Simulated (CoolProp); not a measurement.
Computed with CoolProp (reference Helmholtz-energy equation of state, Outcalt 1996). It is a modified Benedict-Webb-Rubin equation, recast in Helmholtz form.

### Question
For R152A, give the phase and the Z, speed of sound (m/s) at 226.85 °C and 4.02 MPa; 226.85 °C and 7.14 MPa.

### Answer
- 226.85 °C and 4.02 MPa: gas; Z 0.870, speed of sound 238
- 226.85 °C and 7.14 MPa: supercritical; Z 0.773, speed of sound 224
